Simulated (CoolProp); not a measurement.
Vapour-liquid equilibrium of p-xylene (1) + n-nonane (2) at 259.95 °C; x and y are mole fractions of (1).

Model: multi-fluid Helmholtz-energy mixture model, Zhou 2012 and Lemmon 2006; pair parameters Bell 2016, in CoolProp.

| x | bubble pressure, mixture model (bar) | bubble pressure, Raoult's law (bar) | y, mixture model | y, Raoult's law |
|---|---|---|---|---|
| 0.05 | 9.453 | 9.439 | 0.058 | 0.061 |
| 0.125 | 9.634 | 9.605 | 0.143 | 0.150 |
| 0.2 | 9.808 | 9.771 | 0.225 | 0.236 |
| 0.275 | 9.976 | 9.937 | 0.305 | 0.319 |
| 0.35 | 10.14 | 10.10 | 0.383 | 0.400 |
| 0.425 | 10.30 | 10.27 | 0.460 | 0.478 |
| 0.5 | 10.46 | 10.43 | 0.535 | 0.553 |
| 0.575 | 10.62 | 10.60 | 0.608 | 0.626 |
| 0.65 | 10.78 | 10.77 | 0.681 | 0.697 |
| 0.725 | 10.94 | 10.93 | 0.752 | 0.765 |
| 0.8 | 11.10 | 11.10 | 0.821 | 0.832 |
| 0.875 | 11.26 | 11.26 | 0.890 | 0.896 |
| 0.95 | 11.43 | 11.43 | 0.957 | 0.959 |

The largest gap from Raoult's law is +0.4 % in bubble pressure, at x = 0.275. No azeotrope shows between x = 0.05 and 0.95.

The pair parameters rest on a limited set of measurements; away from them the model extrapolates.
